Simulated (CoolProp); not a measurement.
Vapour-liquid equilibrium of cyclohexane (1) + n-nonane (2) at 461.2 K; x and y are mole fractions of (1).

Values from CoolProp's multi-fluid Helmholtz-energy mixture model, Zhou 2014 and Lemmon 2006; pair parameters Bell 2016.

| x | bubble pressure (MPa) | y at the bubble point | dew pressure at overall composition x (MPa) | liquid density (mol/L) |
|---|---|---|---|---|
| 0.05 | 0.2858 | 0.162 | 0.2582 | 4.552 |
| 0.15 | 0.3606 | 0.385 | 0.2826 | 4.735 |
| 0.25 | 0.4352 | 0.535 | 0.3116 | 4.932 |
| 0.35 | 0.5115 | 0.645 | 0.3466 | 5.146 |
| 0.45 | 0.5910 | 0.732 | 0.3899 | 5.377 |
| 0.55 | 0.6746 | 0.802 | 0.4445 | 5.629 |
| 0.65 | 0.7630 | 0.861 | 0.5152 | 5.902 |
| 0.75 | 0.8564 | 0.909 | 0.6103 | 6.199 |
| 0.85 | 0.9544 | 0.950 | 0.7452 | 6.523 |
| 0.95 | 1.056 | 0.985 | 0.9533 | 6.876 |

No azeotrope shows between x = 0.05 and 0.95.

The pair parameters rest on a limited set of measurements; away from them the model extrapolates.
